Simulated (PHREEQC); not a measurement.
Make-up at 25 °C: 0.021 mol KCl, 0.00042 mol BaCl2 and 0.00027 mol MgCl2 per kg of water. Closed to the air; pH follows from the charge balance.

Model: ion-association model, phreeqc.dat, run in PHREEQC.

```
quantity           before     after
---------------  --------  --------
MgOH+ (mol/kgw)   6.17e-9   8.07e-9
BaOH+ (mol/kgw)  8.70e-11  1.17e-10
```

Problem. Which change was made?
A) KCl left out
B) MgCl2 from 0.00027 to 0.00135 mol/kgw
C) KCl replaced by (CH3)4NCl at the same molality
D) BaCl2 from 0.00042 to 0.0021 mol/kgw
E) BaCl2 from 0.00042 to 8.4e-05 mol/kgw

Solution. A, KCl left out

Precipitation was switched off in this run.
